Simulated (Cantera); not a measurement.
Mixture: CH₄ : H₂ : O₂ : N₂ = 1 : 0.05 : 2.47 : 9.29 (molar parts), equivalence ratio 0.82, at 4.93 atm, adiabatic and at constant volume. Ignition delay is the time to a rise of 400 K.

Cantera simulation using GRI-Mech 3.0 (53 species, 325 reactions); the numbers are that mechanism's predictions, not measurements.

### Question
What does this change do: pressure from 4.93 atm to 0.987 atm?

### Answer
| quantity | before | after |
|---|---|---|
| delay at 1048 K | 25.1 ms | 0.160 s |
| delay at 1148 K | 8.25 ms | 44.3 ms |
| delay at 1248 K | 2.85 ms | 12.4 ms |
| delay at 1348 K | 1.00 ms | 3.81 ms |
| apparent activation energy between 1298 and 1398 K | 150 kJ/mol | 170 kJ/mol |
